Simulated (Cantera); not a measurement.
Input (Python, Cantera):

```python
import numpy as np
import cantera as ct

gas = ct.Solution("h2o2.yaml")
gas.TPX = 1200, 230, {'H2': 0.31, 'O2': 1}
reactor = ct.IdealGasConstPressureReactor(gas, energy="off", clone=False)
net = ct.ReactorNet([reactor])
net.rtol, net.atol = 1e-08, 1e-18
show = ['H2', 'O2', 'H', 'H2O2', 'HO2', 'OH', 'O']
times = np.geomspace(0.0009, 2, 12)

steps = ct.SolutionArray(gas, extra=["t"])
rows = []
print(f"{'t/s':>10s}{'T/K':>9s}{'P/Pa':>11s}" + "".join(f"{s:>11s}" for s in show))
for t in times:
    while net.time < t:
        t_next = net.step()
        steps.append(gas.state, t=t_next)
    rows.append([np.interp(t, steps.t, y) for y in (steps.T, steps.P, *steps(*show).X.T)])
    print(f"{t:10.3e}{rows[-1][0]:9.1f}{rows[-1][1]:11.4g}" + "".join(f"{x:11.3e}" for x in rows[-1][2:]))
rate = np.gradient(steps.T, steps.t)
print("integrator steps:", len(steps.t))
if steps.T.max() > steps.T[0] + 200:
    print(f"time of steepest temperature rise: {steps.t[rate.argmax()]:.4e} s")
gas.TPX = 1200, 230, {'H2': 0.31, 'O2': 1}
gas.equilibrate("TP")
print(f"equilibrium (TP): T = {gas.T:.1f} K  " + "  ".join(f"{s} {gas[s].X[0]:.3e}" for s in show))
```

It prints:

```
       t/s      T/K       P/Pa         H2         O2          H       H2O2        HO2         OH          O
 9.000e-04   1200.0        230  2.366e-01  7.634e-01  5.879e-08  3.813e-11  2.575e-08  1.823e-08  3.021e-08
 1.813e-03   1200.0        230  2.366e-01  7.634e-01  6.827e-07  1.543e-10  5.211e-08  2.205e-07  3.727e-07
 3.654e-03   1200.0        230  2.365e-01  7.633e-01  8.377e-05  6.689e-10  1.451e-07  2.714e-05  4.598e-05
 7.362e-03   1200.0        230  5.041e-02  6.621e-01  8.456e-02  9.725e-08  1.421e-06  1.479e-02  5.147e-02
 1.483e-02   1200.0        230  1.179e-02  6.314e-01  8.798e-02  5.018e-08  1.527e-06  1.069e-02  8.188e-02
 2.989e-02   1200.0        230  1.150e-02  6.354e-01  8.343e-02  5.189e-08  1.552e-06  1.060e-02  7.886e-02
 6.022e-02   1200.0        230  1.095e-02  6.431e-01  7.480e-02  5.549e-08  1.600e-06  1.040e-02  7.291e-02
 1.213e-01   1200.0        230  9.773e-03  6.572e-01  5.941e-02  6.247e-08  1.682e-06  9.933e-03  6.198e-02
 2.445e-01   1200.0        230  7.456e-03  6.797e-01  3.633e-02  7.455e-08  1.785e-06  8.818e-03  4.415e-02
 4.926e-01   1200.0        230  4.024e-03  7.060e-01  1.323e-02  8.759e-08  1.777e-06  6.593e-03  2.234e-02
 9.926e-01   1200.0        230  1.300e-03  7.234e-01  2.320e-03  8.169e-08  1.395e-06  3.786e-03  6.993e-03
 2.000e+00   1200.0        230  2.959e-04  7.294e-01  2.486e-04  5.243e-08  7.244e-07  1.812e-03  1.578e-03
integrator steps: 1068
equilibrium (TP): T = 1200.0 K  H2 8.369e-08  O2 7.316e-01  H 1.198e-09  H2O2 2.638e-10  HO2 1.227e-08  OH 3.069e-05  O 4.499e-07
```

Detailed kinetics in Cantera: the H2/O2 subset of GRI-Mech 3.0, which has no nitrogen chemistry. Radical loss at walls, strong at low pressure, is not modelled. The temperature is held fixed by assumption; the heat of reaction is taken as removed at once.
